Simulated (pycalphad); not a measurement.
Source of the numbers: pycalphad with the COST 507 light-alloy database (1999); pressure 1 atm. These are 1990s assessments: newer ones move some temperatures and phases. Diffusion is slow at the low end, where real alloys seldom reach equilibrium.

Molar enthalpy of Si-0.6Y (at.%) in equilibrium (SER reference):

```csv
T (K),H (kJ/mol),phases
2450,106.09,liquid
2300,101.99,liquid
2150,97.90,liquid
2000,93.81,liquid
1850,89.71,liquid
1775,87.67,liquid
1700,85.62,liquid
1550,34.25,diamond (Si) + liquid
1475,28.66,diamond (Si) + SI2Y_R
1400,26.54,diamond (Si) + SI2Y_R
1250,22.38,diamond (Si) + SI2Y_R
1100,18.31,diamond (Si) + SI2Y_R
950,14.34,diamond (Si) + SI2Y_R
800,10.47,diamond (Si) + SI2Y_R
650,6.73,diamond (Si) + SI2Y_R
500,3.13,diamond (Si) + SI2Y_R
```

Cooling from 1700 K to 1475 K, across the freezing range, releases 57.0 kJ/mol, or 2000 J/g. The slope is 27 J/(mol K) in the liquid and 28 J/(mol K) just below the solidus, where it includes any heat of precipitation. Liquidus 1684 K, solidus 1485 K. Changes were sought between steps of 75 K, so a narrower field can be missed.

Database names, with the compositions (at.%) that they take in these runs: SI2Y_R: Si 67 Y 33.
